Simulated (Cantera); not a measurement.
Feed: 1 mol Si₂Cl₆, 0.094 mol Cl₂, 130 mol H₂, held at 950 K and 0.490 bar.

Method: chemical equilibrium by Gibbs-energy minimisation in Cantera with the NASA 1993 tables (ideal gas, pure condensed phases). Candidate condensed phases: Si; 19 gas species. The feed counts by its element totals alone. The tables' values for SiCl₃ are old estimates; treat these amounts as uncertain. Kinetics and transport are ignored.

Base state: H₂ 0.983, SiCl₄ 0.00587, SiHCl₃ 0.00586, HCl 0.00451, SiH₂Cl₂ 0.000594, SiCl₃ 7.46e-5, SiCl₂ 3.17e-5, SiH₃Cl 1.50e-5 (mole fractions); condensed: Si(s).

**Question.** What changes in the equilibrium state with this change: temperature from 950 K to 1025 K?

**Answer.** 
| species | before | after |
|---|---|---|
| H₂ | 0.983 | 0.980 |
| HCl | 0.00451 | 0.00842 |
| SiHCl₃ | 0.00586 | 0.00523 |
| SiCl₄ | 0.00587 | 0.00523 |
| SiCl₂ | 3.17e-5 | 0.000129 |
| SiCl₃ | 7.46e-5 | 0.000180 |
| Si(s), mol | 0.364 | 0.503 |

**Question.** What changes in the equilibrium state with this change: temperature from 950 K to 825 K?

**Answer.** 
```json
[
 {"species": "H₂", "before": "0.983", "after": "0.985"},
 {"species": "SiHCl₃", "before": "0.00586", "after": "0.00651"},
 {"species": "SiCl₄", "before": "0.00587", "after": "0.00631"},
 {"species": "HCl", "before": "0.00451", "after": "0.00118"},
 {"species": "SiCl₂", "before": "3.17e-5", "after": "1.57e-6"},
 {"species": "SiCl₃", "before": "7.46e-5", "after": "1.06e-5"},
 {"species": "SiH₃Cl", "before": "1.50e-5", "after": "1.16e-5"},
 {"species": "SiH₂Cl₂", "before": "0.000594", "after": "0.000567"},
 {"species": "Si(s), mol", "before": "0.364", "after": "0.239"}
]
```
